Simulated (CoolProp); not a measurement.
Octamethylcyclotetrasiloxane (D4) at 504.44 K and 2.85 MPa is throttled through a valve to 0.083 MPa with no heat exchange. Each further row changes one setting.

The numbers come from the reference Helmholtz-energy equation of state, Thol 2015 in CoolProp.

| case | temperature change (K) | final phase | final density (kg/m³) |
|---|---|---|---|
| as stated | -63.2 | two-phase, vapour fraction 0.968 | 7.42 |
| outlet pressure 0.0249 MPa | -67.1 | gas | 2.07 |
| outlet pressure 0.108 MPa | -53.0 | two-phase, vapour fraction 0.842 | 11.0 |
